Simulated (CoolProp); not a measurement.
Vapour-liquid equilibrium of R22 (1) + R152A (2) at 3.78 kPa; x and y are mole fractions of (1).

The numbers come from the multi-fluid Helmholtz-energy mixture model, Kamei 1995 and Outcalt 1996; pair parameters Bell 2016 in CoolProp.

Task: Give the bubble temperature and the first vapour's composition at x = 0.35, 0.575, 0.8. Is there an azeotrope?

Result: x = 0.35: 188.3 K, y = 0.593; x = 0.575: 185.2 K, y = 0.808; x = 0.8: 182.3 K, y = 0.937. No azeotrope shows between x = 0.05 and 0.95.

The pair parameters rest on a limited set of measurements; away from them the model extrapolates.
